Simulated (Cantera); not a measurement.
Standard-state values (1 bar) from the NASA 1993 polynomials, evaluated with Cantera. Values are per mole of reaction as written; species without (g) are pure solids or liquids, kept so even where they would boil at 1 bar.

3 N(g) + NO2(g) → 2 N2O(g)

| T (K) | ΔH° (kJ) | ΔS° (J/K) | ΔG° (kJ) | log10 K |
|---|---|---|---|---|
| 2398 | [?] | [?] | [?] | [?] |
| 2448 | -1296.9 | -276.4 | -620.2 | 13.23 |
| 2498 | -1296.8 | -276.4 | -606.4 | 12.68 |
| 2548 | [?] | [?] | [?] | [?] |
| 2598 | -1296.5 | -276.2 | -578.8 | 11.64 |
| 2648 | [?] | [?] | [?] | [?] |
| 2698 | -1296.2 | -276.1 | -551.2 | 10.67 |
| 2748 | -1296.0 | -276.1 | -537.4 | 10.21 |
| 2798 | -1295.9 | -276.0 | -523.6 | 9.77 |
| 2848 | [?] | [?] | [?] | [?] |

Task: Some entries are withheld; supply them.

Result: 
- 2398, ΔH° (kJ): -1297.0
- 2398, ΔS° (J/K): -276.5
- 2398, ΔG° (kJ): -634.1
- 2398, log10 K: 13.81
- 2548, ΔH° (kJ): -1296.6
- 2548, ΔS° (J/K): -276.3
- 2548, ΔG° (kJ): -592.6
- 2548, log10 K: 12.15
- 2648, ΔH° (kJ): -1296.3
- 2648, ΔS° (J/K): -276.2
- 2648, ΔG° (kJ): -565.0
- 2648, log10 K: 11.14
- 2848, ΔH° (kJ): -1295.8
- 2848, ΔS° (J/K): -276.0
- 2848, ΔG° (kJ): -509.8
- 2848, log10 K: 9.35
